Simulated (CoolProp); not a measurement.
A Linde-Hampson liquefier for carbon monoxide: isothermal reversible compression at 230 K from 1 atm to 25 MPa, throttling to 1 atm, return gas leaving the recuperator 2 K below the feed. Each further row changes one setting.

Computed with CoolProp (reference Helmholtz-energy equation of state, Lemmon 2006). It is a short technical equation, of lower accuracy than the large ones.

```
case                        liquid yield per pass  compression work (kJ/kg of gas)
--------------------------  ---------------------  -------------------------------
as stated                                     ___                              363
high pressure 50 MPa                          ___                              419
warm-end temperature 260 K                    ___                              419
warm-end gap 7 K                              ___                              363
```

Question: Complete the blanks.

Answer: 
- as stated, liquid yield per pass: 0.192
- high pressure 50 MPa, liquid yield per pass: 0.197
- warm-end temperature 260 K, liquid yield per pass: 0.138
- warm-end gap 7 K, liquid yield per pass: 0.180
